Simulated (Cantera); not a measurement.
A closed system holds: 1 mol SiCl4, a varied amount of H2, equilibrated at 527 °C and 0.0133 bar.

These are equilibrium values from Cantera (NASA tables, ideal gas, pure condensed phases), not measurements of a reactor. Candidate condensed phases: Si; 19 gas species. The numbers say what is thermodynamically allowed, not how fast it happens.

**Question.** Which condensed phases are stable at each of these points (n(H2) (mol)): 6.1, 8.3, 11, 15, 20, 28, 37, 51, 68, 92, 120, 170, 230?

**Answer.** 
```tsv
n(H2) (mol)	condensed phases	Si condensed (%)
6.1	gas only	0.0
8.3	gas only	0.0
11	gas only	0.0
15	gas only	0.0
20	gas only	0.0
28	gas only	0.0
37	gas only	0.0
51	gas only	0.0
68	gas only	0.0
92	gas only	0.0
120	gas only	0.0
170	gas only	0.0
230	Si(s)	0.8
```

From 6.1 mol H2 to 170 mol H2 nothing is condensed. At 230 mol H2 the condensed part is Si(s).
